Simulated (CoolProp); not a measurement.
Vapour-liquid equilibrium of methanol (1) + m-xylene (2) at 166.75 °C; x and y are mole fractions of (1).

Values from CoolProp's multi-fluid Helmholtz-energy mixture model, de Reuck 1993 and Zhou 2012; pair parameters Bell 2016.

| x | bubble pressure (bar) | y at the bubble point | dew pressure at overall composition x (bar) | liquid density (mol/L) |
|---|---|---|---|---|
| 0.05 | 4.701 | 0.556 | 2.133 | 7.058 |
| 0.125 | 7.681 | 0.723 | 2.330 | 7.401 |
| 0.2 | 9.766 | 0.781 | 2.561 | 7.781 |
| 0.275 | 11.26 | 0.811 | 2.837 | 8.207 |
| 0.35 | 12.39 | 0.830 | 3.176 | 8.688 |
| 0.425 | 13.32 | 0.845 | 3.604 | 9.239 |
| 0.5 | 14.14 | 0.858 | 4.163 | 9.876 |
| 0.575 | 14.94 | 0.871 | 4.923 | 10.62 |
| 0.65 | 15.76 | 0.886 | 6.019 | 11.51 |
| 0.725 | 16.63 | 0.903 | 7.731 | 12.59 |
| 0.8 | 17.58 | 0.923 | 10.68 | 13.91 |
| 0.875 | 18.61 | 0.948 | 15.17 | 15.54 |
| 0.95 | 19.71 | 0.978 | 18.68 | 17.62 |

No azeotrope shows between x = 0.05 and 0.95.

Pair parameters are fitted to limited data, so mixtures are less certain than the pure fluids. With so large a gap from Raoult's law the liquid may split in two, which this calculation doesn't test in full.
